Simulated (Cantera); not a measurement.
An isothermal, constant-pressure homogeneous reactor starts with NO : N₂ = 1 : 0.88 (molar parts), at 1575 K and 1.01 bar. Integrator tolerance rtol = 1e-08.

Model: GRI-Mech 3.0 (53 species, 325 reactions), integrated in Cantera.

**Question.** What does this change do: 0.092 parts H2O added?

**Answer.** 
```csv
quantity,before,after
x(NO) at 100 s,0.145 (gas-phase equilibrium 0.00189),0.143 (gas-phase equilibrium 0.00180)
x(NO₂) at 100 s,0.000601 (gas-phase equilibrium 9.18e-6),0.000575 (gas-phase equilibrium 8.54e-6)
x(O₂) at 100 s,0.193 (gas-phase equilibrium 0.265),0.182 (gas-phase equilibrium 0.253)
x(N₂) at 100 s,0.662 (gas-phase equilibrium 0.733),0.628 (gas-phase equilibrium 0.699)
x(N₂O) at 100 s,7.41e-6 (gas-phase equilibrium 1.10e-7),5.81e-6 (gas-phase equilibrium 1.03e-7)
x(O) at 100 s,4.72e-6 (gas-phase equilibrium 5.51e-6),4.58e-6 (gas-phase equilibrium 5.38e-6)
```
